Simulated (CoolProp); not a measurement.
Vapour-liquid equilibrium of propylene (1) + R152A (2) at 1.67 MPa; x and y are mole fractions of (1).

Values from CoolProp's multi-fluid Helmholtz-energy mixture model, Lemmon 2013 and Outcalt 1996; pair parameters Bell 2016.

```
x     bubble temperature, mixture model (°C)  bubble temperature, Raoult's law (°C)  y, mixture model  y, Raoult's law
----  --------------------------------------  -------------------------------------  ----------------  ---------------
0.05                                    61.2                                   63.2             0.099            0.081
0.2                                     52.9                                   59.1             0.332            0.297
0.35                                    47.3                                   55.2             0.492            0.480
0.5                                     43.6                                   51.5             0.610            0.634
0.65                                    41.2                                   48.0             0.711            0.765
0.8                                     40.0                                   44.7             0.814            0.877
0.95                                    40.1                                   41.6             0.944            0.972
```

The largest gap from Raoult's law is -7.9 K in bubble temperature, at x = 0.5. y crosses x between x = 0.8 and 0.95: the model has an azeotrope there.

Pair parameters are fitted to limited data, so mixtures are less certain than the pure fluids.
